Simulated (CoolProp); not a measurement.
Vapour-liquid equilibrium of propylene (1) + acetone (2) at 286 kPa; x and y are mole fractions of (1).

Values from CoolProp's multi-fluid Helmholtz-energy mixture model, Lemmon 2013 and Lemmon 2006; pair parameters Bell 2016.

Problem. Give the bubble temperature and the first vapour's composition at x = 0.2, 0.35, 0.5. Is there an azeotrope?

Solution. x = 0.2: 3.6 °C, y = 0.963; x = 0.35: -9.9 °C, y = 0.984; x = 0.5: -14.2 °C, y = 0.988. No azeotrope shows between x = 0.05 and 0.95.

Pair parameters are fitted to limited data, so mixtures are less certain than the pure fluids. With so large a gap from Raoult's law the liquid may split in two, which this calculation doesn't test in full.
